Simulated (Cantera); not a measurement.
# Pyrogenic steam for wet oxidation

An isothermal, constant-pressure homogeneous reactor starts with H2 : O2 : N2 = 1.6 : 0.21 : 1.5 (molar parts), at 1150 K and 0.220 bar.

Model: the H2/O2 subset of GRI-Mech 3.0, which has no nitrogen chemistry, integrated in Cantera. The temperature is held fixed by assumption; the heat of reaction is taken as removed at once.

```json
[
 {"t (s)": "2.00e-6", "x H2": "0.483", "x O2": "0.0634", "x HO2": "3.47e-10", "x OH": "3.15e-12", "x O": "5.00e-12", "x H2O": "5.52e-12", "x H2O2": "<1e-12"},
 {"t (s)": "6.21e-6", "x H2": "0.483", "x O2": "0.0634", "x HO2": "1.08e-9", "x OH": "1.54e-11", "x O": "3.01e-11", "x H2O": "8.99e-11", "x H2O2": "1.37e-12"},
 {"t (s)": "1.93e-5", "x H2": "0.483", "x O2": "0.0634", "x HO2": "3.39e-9", "x OH": "7.07e-11", "x O": "1.49e-10", "x H2O": "1.29e-9", "x H2O2": "1.33e-11"},
 {"t (s)": "5.99e-5", "x H2": "0.483", "x O2": "0.0634", "x HO2": "1.14e-8", "x OH": "5.44e-10", "x O": "1.17e-9", "x H2O": "2.43e-8", "x H2O2": "1.32e-10"},
 {"t (s)": "0.000186", "x H2": "0.483", "x O2": "0.0634", "x HO2": "1.77e-7", "x OH": "5.00e-8", "x O": "1.08e-7", "x H2O": "3.19e-6", "x H2O2": "2.79e-9"},
 {"t (s)": "0.000578", "x H2": "0.322", "x O2": "0.00269", "x HO2": "7.28e-7", "x OH": "0.000332", "x O": "0.000344", "x H2O": "0.123", "x H2O2": "9.35e-9"},
 {"t (s)": "0.00179", "x H2": "0.362", "x O2": "9.31e-7", "x HO2": "2.81e-10", "x OH": "6.02e-5", "x O": "4.79e-6", "x H2O": "0.134", "x H2O2": "1.04e-9"},
 {"t (s)": "0.00557", "x H2": "0.375", "x O2": "7.76e-8", "x HO2": "2.73e-11", "x OH": "1.77e-5", "x O": "4.08e-7", "x H2O": "0.135", "x H2O2": "2.99e-10"},
 {"t (s)": "0.0173", "x H2": "0.379", "x O2": "7.64e-9", "x HO2": "3.74e-12", "x OH": "5.51e-6", "x O": "3.94e-8", "x H2O": "0.135", "x H2O2": "9.00e-11"},
 {"t (s)": "0.0537", "x H2": "0.380", "x O2": "8.28e-10", "x HO2": "<1e-12", "x OH": "1.75e-6", "x O": "3.98e-9", "x H2O": "0.135", "x H2O2": "2.62e-11"},
 {"t (s)": "0.167", "x H2": "0.380", "x O2": "9.88e-11", "x HO2": "<1e-12", "x OH": "5.61e-7", "x O": "4.08e-10", "x H2O": "0.135", "x H2O2": "6.67e-12"},
 {"t (s)": "0.518", "x H2": "0.381", "x O2": "1.24e-11", "x HO2": "<1e-12", "x OH": "1.80e-7", "x O": "4.22e-11", "x H2O": "0.135", "x H2O2": "1.31e-12"},
 {"t (s)": "1.61", "x H2": "0.381", "x O2": "1.46e-12", "x HO2": "<1e-12", "x OH": "5.81e-8", "x O": "4.37e-12", "x H2O": "0.135", "x H2O2": "<1e-12"},
 {"t (s)": "5.00", "x H2": "0.381", "x O2": "<1e-12", "x HO2": "<1e-12", "x OH": "1.87e-8", "x O": "<1e-12", "x H2O": "0.135", "x H2O2": "<1e-12"}
]
```
x: mole fraction; the columns are a selection and need not sum to one.

Equilibrium at this temperature and pressure: H2 0.381, O2 <1e-12, HO2 <1e-12, OH 2.13e-10, O <1e-12, H2O 0.135, H2O2 <1e-12 (gas phase only).
